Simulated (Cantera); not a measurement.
Premixed flame

A freely propagating, adiabatic, planar premixed flame of CH4 : O2 : N2 = 1 : 1.43 : 5.43 (molar parts), equivalence ratio 1.4, unburnt at 525 K and 7500 Torr; mixture-averaged transport, grid criteria slope 0.08 and curve 0.16, no radiation.

Model: GRI-Mech 3.0 (53 species, 325 reactions), integrated in Cantera. Burning velocities carry a grid error of a few per cent, more on coarse grids.

| z (mm) | T (K) | u (m/s) | x CH4 | x O2 | x C2H4 | x C2H | x HCN | x HCO |
|---|---|---|---|---|---|---|---|---|
| -0.411 | 526 | 0.201 | 0.127 | 0.181 | 2.75e-7 | <1e-8 | <1e-8 | <1e-8 |
| -0.274 | 536 | 0.206 | 0.125 | 0.180 | 4.72e-6 | <1e-8 | 1.28e-8 | <1e-8 |
| -0.206 | 566 | 0.219 | 0.122 | 0.177 | 2.26e-5 | <1e-8 | 6.14e-8 | <1e-8 |
| -0.137 | 700 | 0.273 | 0.112 | 0.165 | 0.000155 | <1e-8 | 4.16e-7 | <1e-8 |
| -0.0685 | 1162 | 0.463 | 0.0760 | 0.118 | 0.000970 | <1e-8 | 2.52e-6 | 6.14e-8 |
| -0.0343 | 1546 | 0.623 | 0.0452 | 0.0742 | 0.00185 | <1e-8 | 5.17e-6 | 1.56e-6 |
| 0 | 1895 | 0.772 | 0.0175 | 0.0303 | 0.00151 | 2.75e-7 | 9.74e-6 | 3.37e-6 |
| 0.0343 | 2064 | 0.843 | 0.00652 | 0.00903 | 0.000379 | 8.38e-7 | 1.60e-5 | 1.60e-6 |
| 0.0685 | 2119 | 0.865 | 0.00359 | 0.00283 | 9.79e-5 | 7.50e-7 | 1.99e-5 | 6.16e-7 |
| 0.137 | 2142 | 0.874 | 0.00205 | 0.000420 | 2.08e-5 | 4.22e-7 | 2.17e-5 | 1.86e-7 |
| 0.274 | 2143 | 0.876 | 0.00116 | 1.95e-5 | 6.23e-6 | 2.20e-7 | 2.10e-5 | 9.51e-8 |
| 0.548 | 2140 | 0.876 | 0.000537 | 5.88e-7 | 1.92e-6 | 9.14e-8 | 1.76e-5 | 7.28e-8 |
| 1.10 | 2137 | 0.876 | 0.000145 | 4.71e-7 | 3.08e-7 | 1.81e-8 | 1.08e-5 | 6.25e-8 |
x: mole fraction of selected species; z is measured from the peak of heat release.

```json
{
  "laminar_burning_velocity": "20.0 cm/s",
  "thermal_thickness": "0.137 mm",
  "peak x(C2H4)": "0.00202",
  "peak x(C2H)": "8.59e-7",
  "peak x(HCN)": "2.18e-5",
  "peak x(HCO)": "3.47e-6"
}
```
